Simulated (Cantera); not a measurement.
Charge: 1 mol CH3OH, 3.2 mol CO2, 10 mol H2, equilibrated at 477 °C.

Equilibrium computed with Cantera from the NASA thermochemical tables; the gas is ideal and each condensed phase is pure. Candidate condensed phases: C, C6H6, C7H8, C8H18, H2O; 110 gas species. Equilibrium is a limit: real reactors are often held back by kinetics, nucleation or transport.

### Question
At 220 Pa, list the 5 most abundant gas species with their mole fractions, and the condensed phases.

### Answer
H2 0.656, CO 0.145, CO2 0.114, H2O 0.0844, CH4 0.000681. Condensed: gas only.
